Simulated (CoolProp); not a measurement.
Methanol at 435.88 K and 6.95 MPa flows at 2.2 m/s in a round tube of 12.7 mm bore and 15 µm roughness, fully developed (64/Re and Nu = 3.66 if laminar; Colebrook and Gnielinski if turbulent). Each further row changes one setting.

The numbers come from the reference Helmholtz-energy equation of state, de Reuck 1993 in CoolProp.

```
case              Reynolds number  Darcy friction factor  pressure drop (Pa/m)  heat-transfer coefficient (W/(m² K))  mass flow (kg/h)
----------------  ---------------  ---------------------  --------------------  ------------------------------------  ----------------
as stated                  137000                 0.0222                  2710                                  9020               643
velocity 4.4 m/s           274000                 0.0214                 10500                                 17600              1290
diameter 25.4 mm           274000                 0.0188                  1150                                  7930              2570
```

Viscosity comes from a separate model (Xiang 2006). Thermal conductivity comes from a separate model (Sykioti 2013).
